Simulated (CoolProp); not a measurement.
500 sccm (0 °C, 1 atm) of nitrogen bubbles through liquid n-nonane at 372.8 K and leaves saturated at a total pressure of 0.15 MPa (ideal gas phase). Each further row changes one setting.

The numbers come from the reference Helmholtz-energy equation of state, Lemmon 2006 in CoolProp. It is a short technical equation, of lower accuracy than the large ones.

| case | vapour pressure (kPa) | mole fraction of vapour | delivery (mg/min) | delivery (sccm) | change of delivery for a bath 1 K warmer (%) |
|---|---|---|---|---|---|
| as stated | 20.8 | 0.139 | 460 | ? | 4.3 |
| bath temperature 377.8 K | ? | ? | ? | 99.3 | 4.3 |
| total pressure 0.3 MPa | 20.8 | 0.0693 | 213 | ? | ? |

Problem. What belongs in the gaps?

Solution. 
- as stated, delivery (sccm): 80.5
- bath temperature 377.8 K, vapour pressure (kPa): 24.9
- bath temperature 377.8 K, mole fraction of vapour: 0.166
- bath temperature 377.8 K, delivery (mg/min): 568
- total pressure 0.3 MPa, delivery (sccm): 37.2
- total pressure 0.3 MPa, change of delivery for a bath 1 K warmer (%): 4.0
